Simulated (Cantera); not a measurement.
Feed: 1 mol SiH2Cl2, 4.4 mol N2, at 0.100 bar.

Equilibrium computed with Cantera from the NASA thermochemical tables; the gas is ideal and each condensed phase is pure. Candidate condensed phases: NH4Cl, Si, Si3N4; 28 gas species. N2 is the only nitrogen source here; it is nearly inert below about 1500 K, so the nitride shown seldom forms there in practice. The tables' values for SiCl3, SiCl, SiN are old estimates; treat these amounts as uncertain. Gases not in the tables: Si2H6 and higher silanes. Kinetics and transport are ignored.

x: gas mole fraction; n: condensed amount in mol.

| T (K) | x N2 | x HCl | x H2 | x SiCl2 | x SiCl4 | x SiCl3 | n Si3N4(s) | n Si(l) |
|---|---|---|---|---|---|---|---|---|
| 1075 | 0.685 | 0.201 | 0.0762 | 3.19e-6 | 0.0380 | 8.75e-5 | 0.261 | 0 |
| 1175 | 0.683 | 0.208 | 0.0724 | 4.48e-5 | 0.0357 | 0.000405 | 0.264 | 0 |
| 1275 | 0.682 | 0.213 | 0.0695 | 0.000408 | 0.0332 | 0.00144 | 0.266 | 0 |
| 1375 | 0.680 | 0.215 | 0.0678 | 0.00258 | 0.0293 | 0.00405 | 0.264 | 0 |
| 1475 | 0.678 | 0.211 | 0.0685 | 0.0115 | 0.0218 | 0.00857 | 0.252 | 0 |
| 1575 | 0.676 | 0.192 | 0.0743 | 0.0340 | 0.0110 | 0.0119 | ? | 0 |
| 1675 | 0.675 | 0.159 | 0.0869 | 0.0648 | 0.00328 | 0.0101 | ? | 0 |
| 1775 | 0.676 | 0.122 | 0.102 | 0.0913 | 0.000719 | 0.00623 | ? | 0 |
| 1875 | 0.678 | 0.0903 | 0.116 | 0.110 | 0.000148 | 0.00341 | ? | 0 |
| 1975 | 0.687 | 0.0743 | 0.118 | 0.115 | 4.06e-5 | 0.00198 | ? | 0.242 |

Question: Complete the blanks.

Answer: 
- 1575, n Si3N4(s): 0.221
- 1675, n Si3N4(s): 0.176
- 1775, n Si3N4(s): 0.133
- 1875, n Si3N4(s): 0.0972
- 1975, n Si3N4(s): 0
